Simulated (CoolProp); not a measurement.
Model: reference Helmholtz-energy equation of state, Lemmon 2006, in CoolProp. It is a short technical equation, of lower accuracy than the large ones.

Question: For CH3F (R41), give the phase and the Z, cp (kJ/(kg K)), cv (kJ/(kg K)) at -99.55 °C and 39400 kPa.

Answer: 
- -99.55 °C and 39400 kPa: liquid; Z 0.968, cp 1.99, cv 1.34
